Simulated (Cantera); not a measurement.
A closed system holds: 1 mol Al, a varied amount of H₂O, 26 mol H₂, equilibrated at 1450 K and 14.0 bar.

These are equilibrium values from Cantera (NASA tables, ideal gas, pure condensed phases), not measurements of a reactor. Candidate condensed phases: Al, Al₂O₃, H₂O; 19 gas species. Mutual solubility and eutectic melting of coexisting phases are not modelled. Gases not in the tables: Al(OH)₃. Rates play no part.

**Question.** Which condensed phases are stable at each of these points (n(H₂O) (mol)): 0.38, 0.53, 0.75, 1, 1.5, 2.1, 2.9, 4.1, 5.7?

**Answer.** 
```csv
n(H₂O) (mol),condensed phases,Al condensed (%)
0.38,Al(l) + Al₂O₃(s),100.0
0.53,Al(l) + Al₂O₃(s),100.0
0.75,Al(l) + Al₂O₃(s),100.0
1,Al(l) + Al₂O₃(s),100.0
1.5,Al₂O₃(s),100.0
2.1,Al₂O₃(s),100.0
2.9,Al₂O₃(s),100.0
4.1,Al₂O₃(s),100.0
5.7,Al₂O₃(s),100.0
```

From 0.38 mol H₂O to 1 mol H₂O the condensed part is Al(l) + Al₂O₃(s). From 1.5 mol H₂O to 5.7 mol H₂O the condensed part is Al₂O₃(s).
